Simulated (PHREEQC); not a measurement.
Dissolve 0.016 mol/kgw NaOH and 0.0076 mol/kgw K2SiO3 at 25 °C. Closed to the air; pH follows from the charge balance.

The numbers come from PHREEQC with the ion-association model, phreeqc.dat.

Precipitation was switched off in this run.

Question: Order these Si species by the share of Si that they hold, largest first: H3SiO4-, H4SiO4, H2SiO4-2.

Answer: H3SiO4- (83 %), H2SiO4-2 (17 %), H4SiO4 (0.25 %)

The pH is 12.27 and the ionic strength 0.0325 mol/kgw.
